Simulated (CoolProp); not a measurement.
20 sccm (0 °C, 1 atm) of nitrogen bubbles through liquid octamethyltrisiloxane (MDM) at 308.2 K and leaves saturated at a total pressure of 0.0259 MPa (ideal gas phase). Each further row changes one setting.

Values from CoolProp's reference Helmholtz-energy equation of state, Thol 2017.

```json
[
 {"case": "as stated", "vapour pressure (kPa)": "0.938", "mole fraction of vapour": "0.0362", "delivery (mg/min)": "7.93", "delivery (sccm)": "0.752", "change of delivery for a bath 1 K warmer (%)": "6.4"},
 {"case": "bath temperature 313.2 K", "vapour pressure (kPa)": "1.26", "mole fraction of vapour": "0.0486", "delivery (mg/min)": "10.8", "delivery (sccm)": "1.02", "change of delivery for a bath 1 K warmer (%)": "6.2"},
 {"case": "total pressure 0.0518 MPa", "vapour pressure (kPa)": "0.938", "mole fraction of vapour": "0.0181", "delivery (mg/min)": "3.89", "delivery (sccm)": "0.369", "change of delivery for a bath 1 K warmer (%)": "6.3"}
]
```
